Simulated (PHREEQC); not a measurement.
4.5 g of hydrous ferric oxide (600 m²/g; 0.2 weak and 0.005 strong sites per Fe, Dzombak-Morel constants, diffuse double layer) in 1 kg of water with 0.1 mol/kgw of an inert sodium salt and 8.1e-05 mol PbCl2, at 25 °C; the pH is set by adding NaOH or the inert anion's acid. Oxygen alone is held at its pressure in air (log pO2 = -0.68). No CO2 enters from the air. No solid was allowed to form.

Equilibrium calculation in PHREEQC: ion-association model, wateq4f.dat.

```
pH    Pb sorbed (%)  surface charge σ (C/m²)  surface potential ψ (mV)
----  -------------  -----------------------  ------------------------
4              92.9                    0.322                       146
4.5            99.1                    0.275                       138
5              99.9                    0.217                       126
6             100.0                    0.113                        94
6.5           100.0                    0.075                        74
7             100.0                    0.046                        53
7.5           100.0                    0.023                        30
8.5           100.0                   -0.013                       -18
9             100.0                   -0.034                       -42
9.5           100.0                   -0.059                       -64
10            100.0                   -0.093                       -84
11            100.0                   -0.189                      -119
11.5          100.0                   -0.248                      -132
12            100.0                   -0.304                      -140
```
